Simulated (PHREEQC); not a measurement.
1 kg of water holding 0.0042 mol/kgw CaCl2, 0.0077 mol/kgw KCl, 0.18 mol/kgw MgCl2 and 0.0078 mol/kgw NaCl is evaporated at 50 °C; the solids stay in contact with the brine. The system is closed to CO2. Solids allowed: Bischofite, Brucite, Carnallite, Halite, Portlandite, Sylvite, MgCl2_4H2O. Others were left out.

Base run: PHREEQC, Pitzer model, pitzer.dat. Each further column changes one thing. The table gives water activity.

```
H2O removed (mol)   base  temperature from 50 to 5 °C  temperature from 50 to 75 °C
-----------------  -----  ---------------------------  ----------------------------
0                  0.991                        0.991                         0.991
9.886              0.989                        0.989                         0.989
24.69              0.983                        0.983                         0.984
30.18              0.979                        0.979                         0.980
34.69              0.974                        0.973                         0.975
41.44              0.960                        0.958                         0.961
43.95              0.949                        0.946                         0.951
46.01              0.935                        0.931                         0.937
47.7               0.915                        0.910                         0.919
50.23              0.853                        0.842                         0.860
51.17              0.805                        0.788                         0.815
51.94              0.740                        0.716                         0.754
53.1               0.548                        0.505                         0.572
53.53              0.421                        0.391                         0.451
```

Away from 25 °C the constants follow the database's enthalpies or fits; those with neither stay at their 25 °C values.
